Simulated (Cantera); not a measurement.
**Halide evaporation, hydrolysis and transport: CuF₂ + N₂**

Input: 1 mol CuF₂, 20 mol N₂, equilibrated at 0.00810 bar.

Equilibrium computed with Cantera from the NASA thermochemical tables; the gas is ideal and each condensed phase is pure. Candidate condensed phases: Cu, CuF₂; 11 gas species. Rates play no part.

```
T (K)  log p N₂  log p CuF₂  log p F  log p CuF  n CuF₂(s)
-----  --------  ----------  -------  ---------  ---------
1000      -2.09       -4.92    -8.02      -8.02      0.970
1075      -2.10       -4.00    -6.95      -6.95      0.752
1150      -2.11       -3.41    -6.12      -6.12          0
1225      -2.11       -3.42    -5.66      -5.66          0
1300      -2.11       -3.42    -5.24      -5.24          0
1375      -2.11       -3.43    -4.88      -4.88          0
1450      -2.11       -3.45    -4.56      -4.56          0
1525      -2.12       -3.48    -4.27      -4.27          0
1600      -2.12       -3.54    -4.03      -4.03          0
1675      -2.12       -3.63    -3.83      -3.83          0
1750      -2.12       -3.78    -3.68      -3.68          0
1825      -2.13       -3.98    -3.57      -3.57          0
1900      -2.13       -4.23    -3.51      -3.51          0
1975      -2.13       -4.51    -3.47      -3.47          0
```
log p: log10 of the partial pressure in bar; n: condensed amount in mol.

From 1000 K to 1075 K the condensed part is CuF₂(s). From 1150 K to 1975 K nothing is condensed. The main Cu-bearing gas is CuF₂ at 1000 K and CuF at 1975 K.
